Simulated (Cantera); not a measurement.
A closed system holds: 1 mol BCl3, 5.4 mol H2, held at 1400 °C and 0.150 bar.

These are equilibrium values from Cantera (NASA tables, ideal gas, pure condensed phases), not measurements of a reactor. Candidate condensed phases: B; 13 gas species. The tables' values for BCl2, BCl, BH2 are old estimates; treat these amounts as uncertain. Gases not in the tables: BHCl2. Kinetics and transport are ignored.

Base state: H2 0.631, HCl 0.329, BCl3 0.0356, BCl2 0.00225, BCl 0.00167, H 0.000234, Cl 9.51e-5, BH2 3.09e-5 (mole fractions); condensed: B(s).

Question: What changes in the equilibrium state with this change: 0.041 mol O2 added?

Answer: 
```json
[
 {"species": "H2", "before": "0.631", "after": "0.625"},
 {"species": "HCl", "before": "0.329", "after": "0.325"},
 {"species": "BCl3", "before": "0.0356", "after": "0.0347"},
 {"species": "HBO", "before": "0", "after": "0.00680"},
 {"species": "BOCl", "before": "0", "after": "0.00406"},
 {"species": "B2O2", "before": "0", "after": "0.000363"},
 {"species": "B3O3Cl3", "before": "0", "after": "6.92e-5"},
 {"species": "BO", "before": "0", "after": "5.23e-5"},
 {"species": "HBO2", "before": "0", "after": "4.21e-5"},
 {"species": "B(s), mol", "before": "0.732", "after": "0.655"}
]
```
The tables' values for BOCl, BCl2, BCl, BH2 are old estimates; treat these amounts as uncertain. Further candidate phases: B2O3, B3O3H3, H2O.
